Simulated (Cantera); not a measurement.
Charge: 1 mol TiO2, 3.7 mol MgO, 0.71 mol O2, at 2125 K and 0.000990 bar.

Cantera equilibrium calculation (NASA polynomials, part measured and part estimated; ideal gas, pure solids and liquids). Mutual solubility and eutectic melting of coexisting phases are not modelled. Condensed phases not in the tables: alloys, solid solutions and most ternary compounds. Rates play no part.

```csv
species,before,after
O2,0.947,0.983
O,0.0511,0.0174
Mg,0.00189,8.17e-5
TiO2,8.87e-5,9.98e-6
MgO,0.000210,1.27e-5
"MgO(s), mol",1.70,1.70
"Mg2TiO4(l), mol",1.000,0
"Mg2TiO4(s), mol",0,1.000
```
Gas species are given as mole fractions.

### Question
Which change was made?
A) temperature from 2125 K to 1975 K
B) temperature from 2125 K to 750 K
C) temperature from 2125 K to 2623 K
D) pressure from 0.000990 bar to 0.000220 bar

### Answer
A, temperature from 2125 K to 1975 K
